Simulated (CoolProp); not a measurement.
R11 along the isotherm 500 K: fugacity coefficient from the reference equation and from simpler models built on Tc = 471.1 K, pc = 4.408 MPa, ω = 0.189; each cubic takes its own stable root.

Model: reference Helmholtz-energy equation of state, Jacobsen 1992, in CoolProp.

| p (MPa) | phase | reference |
|---|---|---|
| 0.472 | gas | 0.9707 |
| 0.944 | gas | 0.9416 |
| 1.42 | gas | 0.9125 |
| 1.89 | gas | 0.8839 |
| 2.36 | gas | 0.8554 |
| 2.83 | gas | 0.8270 |
| 3.31 | gas | 0.7981 |
| 3.78 | gas | 0.7698 |
| 4.25 | gas | 0.7414 |
| 4.72 | supercritical | 0.7128 |
| 5.19 | supercritical | 0.6839 |
| 5.67 | supercritical | 0.6541 |
| 6.14 | supercritical | 0.6247 |
| 6.61 | supercritical | 0.5963 |

### Question
How far does each simpler model (van der Waals, Soave-Redlich-Kwong, Peng-Robinson) lie from the reference over these 14 states: mean and median of the absolute difference, and the worst?

### Answer
- van der Waals: mean 1.1 %, median 1.2 %, worst +1.7 % at 500 K and 4.72 MPa
- Soave-Redlich-Kwong: mean 0.4 %, median 0.1 %, worst +1.5 % at 500 K and 6.61 MPa
- Peng-Robinson: mean 2.3 %, median 2.6 %, worst -3.2 % at 500 K and 5.67 MPa
